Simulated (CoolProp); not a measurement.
A single-stage vapour-compression cycle with R410A: evaporating at 228.15 K (dew point), condensing at 268.15 K (bubble point), superheat 0 K, subcooling 5 K, compressor efficiency 0.85, no pressure losses. Each further row changes one setting.

Computed with CoolProp (reference Helmholtz-energy equation of state, Lemmon 2003). It is a pseudo-pure fit of the blend.

```
case                              cooling COP  pressure ratio  discharge temperature (K)  refrigerating effect (kJ/kg)  volumetric capacity (kJ/m³)
--------------------------------  -----------  --------------  -------------------------  ----------------------------  ---------------------------
as stated                                4.20            4.91                      303.3                           218                         1220
evaporating temperature 233.15 K          ___            3.89                        ___                           220                         1540
condensing temperature 263.15 K          4.92            4.15                      294.6                           225                         1260
subcooling 10 K                          4.35            4.91                      303.3                           225                         1260
superheat 10 K                           4.14            4.91                        ___                           ___                         1200
compressor efficiency 0.75               3.71            4.91                      310.6                           218                         1220
```

Q: Some entries are withheld; supply them.

A: 
- evaporating temperature 233.15 K, cooling COP: 5.01
- evaporating temperature 233.15 K, discharge temperature (K): 297.6
- superheat 10 K, discharge temperature (K): 315.0
- superheat 10 K, refrigerating effect (kJ/kg): 226
